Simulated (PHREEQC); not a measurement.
**Alkaline etch or developer (model solution)**

Make-up at 20 °C: 1.5 mmol/kgw CsOH and 0.0057 mmol/kgw CO2. Closed to the air; pH follows from the charge balance.

All values are PHREEQC results (ion-association model, wateq4f.dat), not measurements.

This is a speciation only: nothing precipitates in the calculation.

What pH does the model give?

pH 11.32.

In which forms is C present?

CO3-2 91 %, HCO3- 9.1 % of the C.

Species that the database lacks are ignored.
